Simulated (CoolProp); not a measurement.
Vapour-liquid equilibrium of R152A (1) + isobutene (2) at 0.478 MPa; x and y are mole fractions of (1).

Computed with CoolProp (multi-fluid Helmholtz-energy mixture model, Outcalt 1996 and Lemmon 2005; pair parameters Bell 2016).

Give the bubble temperature and the first vapour's composition at x = 0.05, 0.2, 0.35. Is there an azeotrope?

x = 0.05: 308.9 K, y = 0.155; x = 0.2: 299.8 K, y = 0.419; x = 0.35: 295.2 K, y = 0.554. y crosses x between x = 0.8 and 0.95: the model has an azeotrope there.

The pair parameters rest on a limited set of measurements; away from them the model extrapolates.
